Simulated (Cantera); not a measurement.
An adiabatic, constant-pressure homogeneous reactor starts with 10.8 % CH4, 9.39 % O2, 79.8 % N2, at 1350 K and 0.632 atm.

Computed with Cantera and GRI-Mech 3.0 (53 species, 325 reactions).

One state of this run: T (K) = 1916; x CH4 = 0.000346; x O2 = 7.74e-9; x O = 3.64e-8; x HO2 = 3.76e-12; x H2O2 = 6.07e-12. x: mole fraction; the columns are a selection and need not sum to one.

Question: Which value of t (s) does it belong to?
(A) 0.00879
(B) 0.000136
(C) 1.70e-5
(D) 0.200

Answer: D, 0.200
